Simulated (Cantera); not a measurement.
**Thermodynamics of silicon epitaxy and polysilicon growth, feed Si₂Cl₆ + Cl₂ + H₂**

A closed system holds: 1 mol Si₂Cl₆, 0.0095 mol Cl₂, a varied amount of H₂, held at 1173 K and 0.0100 bar.

Equilibrium computed with Cantera from the NASA thermochemical tables; the gas is ideal and each condensed phase is pure. Candidate condensed phases: Si; 19 gas species. The feed counts by its element totals alone. The tables' values for SiCl₃ are old estimates; treat these amounts as uncertain. Kinetics and transport are ignored.

From 49 mol H₂ to 900 mol H₂ the condensed part is Si(s). The main Si-bearing gas is SiCl₂ throughout. The share of Si in condensed phases is highest at 900 mol H₂ (95.4 %) and lowest at 49 mol H₂ (49.6 %).

| n(H₂) (mol) | log p H₂ | log p HCl | log p SiCl₂ | log p SiCl₄ | log p SiCl₃ | log p SiHCl₃ | log p SiH₂Cl₂ | n Si(s) |
|---|---|---|---|---|---|---|---|---|
| 49 | -2.04 | -3.21 | -4.02 | -4.25 | -4.63 | -4.71 | -6.07 | 0.992 |
| 140 | -2.02 | -3.48 | -4.58 | -5.37 | -5.47 | -5.54 | -6.61 | 1.47 |
| 240 | -2.01 | -3.66 | -4.96 | -6.13 | -6.04 | -6.11 | -6.98 | 1.67 |
| 330 | -2.01 | -3.78 | -5.20 | -6.61 | -6.40 | -6.47 | -7.22 | 1.76 |
| 430 | -2.01 | -3.89 | -5.41 | -7.03 | -6.72 | -6.78 | -7.43 | 1.81 |
| 520 | -2.00 | -3.96 | -5.57 | -7.34 | -6.95 | -7.01 | -7.58 | 1.84 |
| 610 | -2.00 | -4.03 | -5.70 | -7.60 | -7.15 | -7.21 | -7.71 | 1.87 |
| 710 | -2.00 | -4.09 | -5.82 | -7.85 | -7.33 | -7.40 | -7.84 | 1.88 |
| 800 | -2.00 | -4.14 | -5.92 | -8.05 | -7.48 | -7.55 | -7.93 | 1.90 |
| 900 | -2.00 | -4.19 | -6.02 | -8.25 | -7.63 | -7.69 | -8.03 | 1.91 |
log p: log10 of the partial pressure in bar; n: condensed amount in mol.
